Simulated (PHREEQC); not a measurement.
Leach liquor: an equilibrium model

Consider water at 20 °C with 0.013 mol HCl, 0.0052 mol LiCl and 0.0054 mol Fe2(SO4)3 per kg of water. Closed to the air; pH follows from the charge balance.

Equilibrium calculation in PHREEQC: ion-association model, wateq4f.dat.

Each row changes one thing in this solution. This is a speciation only: nothing precipitates in the calculation.

| case | pH | ionic strength (mol/kgw) | FeSO4+ (mol/kgw) | SO4-2 (mol/kgw) | HSO4- (mol/kgw) | Fe+3 (mol/kgw) | SI of Goethite (FeOOH) | SI of Hematite (Fe2O3) |
|---|---|---|---|---|---|---|---|---|
| as made | 2.03 | 0.0386 | 0.00827 | 0.00452 | 0.00220 | 0.00116 | +3.40 | +8.79 |
| HCl replaced by (CH3)4NCl at the same molality | 2.84 | 0.0464 | 0.00728 | 0.00720 | 0.000520 | 0.000720 | +5.60 | +13.19 |
| LiCl replaced by CdCl2 at the same molality | 2.02 | 0.0433 | (withheld) | 0.00428 | 0.00206 | 0.00129 | +3.41 | +8.81 |
| temperature from 20 to 70 °C | 2.06 | 0.0388 | 0.00667 | 0.00345 | (withheld) | 0.000548 | +4.69 | +11.57 |
| diluted 2-fold with water | 2.28 | 0.0209 | 0.00406 | 0.00280 | 0.000859 | 0.000647 | +4.00 | +9.98 |
| HCl from 0.013 to 0.0065 mol/kgw | 2.31 | 0.0328 | 0.00845 | 0.00517 | 0.00135 | 0.000939 | +4.19 | +10.37 |
| HCl from 0.013 to 0.13 mol/kgw | 1.01 | 0.159 | 0.00330 | 0.00234 | 0.00848 | 0.00231 | +0.39 | +2.76 |
| HCl from 0.013 to 0.065 mol/kgw | 1.32 | 0.0927 | 0.00547 | 0.00294 | 0.00604 | (withheld) | (withheld) | +4.72 |

Question: Complete the blanks.

Answer: 
- LiCl replaced by CdCl2 at the same molality, FeSO4+ (mol/kgw): 0.00809
- temperature from 20 to 70 °C, HSO4- (mol/kgw): 0.00512
- HCl from 0.013 to 0.065 mol/kgw, Fe+3 (mol/kgw): 0.00209
- HCl from 0.013 to 0.065 mol/kgw, SI of Goethite (FeOOH): +1.37

Species that the database lacks are ignored. Some of these states are supersaturated (in Hematite (slow to form), Goethite (slow to form), for instance). (CH3)4N+ isn't in the database: it is added as a free cation with an ion size of 4 Å. Away from 25 °C the constants follow the database's enthalpies or fits; those with neither stay at their 25 °C values.
